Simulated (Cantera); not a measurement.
Source: NASA polynomial tables (part measured, part estimated), evaluated in Cantera. Values are per mole of reaction as written; species without (g) are pure solids or liquids, kept so even where they would boil at 1 bar.

4 SF₄(g) + PbF₂ = PbS + 3 SF₆(g)

```
T (K)    ΔH° (kJ)   ΔS° (J/K)    ΔG° (kJ)     log10 K  condensed phases
-----  ----------  ----------  ----------  ----------  ----------------
300    (withheld)  (withheld)  (withheld)  (withheld)   PbF₂(s), PbS(s)
1700   (withheld)  (withheld)  (withheld)  (withheld)   PbF₂(l), PbS(l)
1725   (withheld)  (withheld)  (withheld)  (withheld)   PbF₂(l), PbS(l)
1750        -51.8      -386.2       624.0      -18.62   PbF₂(l), PbS(l)
1775   (withheld)  (withheld)  (withheld)  (withheld)   PbF₂(l), PbS(l)
1800        -52.0      -386.3       643.3      -18.67   PbF₂(l), PbS(l)
1825        -52.1      -386.3       652.9      -18.69   PbF₂(l), PbS(l)
```

Task: Some entries are withheld; supply them.

Result: 
- 300, ΔH° (kJ): -30.2
- 300, ΔS° (J/K): -345.9
- 300, ΔG° (kJ): 73.5
- 300, log10 K: -12.80
- 1700, ΔH° (kJ): -51.7
- 1700, ΔS° (J/K): -386.1
- 1700, ΔG° (kJ): 604.7
- 1700, log10 K: -18.58
- 1725, ΔH° (kJ): -51.7
- 1725, ΔS° (J/K): -386.1
- 1725, ΔG° (kJ): 614.3
- 1725, log10 K: -18.60
- 1775, ΔH° (kJ): -51.9
- 1775, ΔS° (J/K): -386.2
- 1775, ΔG° (kJ): 633.6
- 1775, log10 K: -18.65
